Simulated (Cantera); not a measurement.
A freely propagating, adiabatic, planar premixed flame of 33.8 % H2, 13.0 % O2, 49.1 % N2, 4.06 % H2O, unburnt at 648 K and 1.00 atm; mixture-averaged transport, grid criteria slope 0.08 and curve 0.16, no radiation.

Cantera simulation using the H2/O2 subset of GRI-Mech 3.0, which has no nitrogen chemistry; the numbers are that mechanism's predictions, not measurements. Burning velocities carry a grid error of a few per cent, more on coarse grids.

Predict: laminar burning velocity; thermal thickness; peak x(HO2); peak x(H2O2); peak x(O).


| Item | Value |
|---|---|
| laminar burning velocity | 933 cm/s |
| thermal thickness | 0.459 mm |
| peak x(HO2) | 0.000306 |
| peak x(H2O2) | 1.08e-5 |
| peak x(O) | 0.00910 |
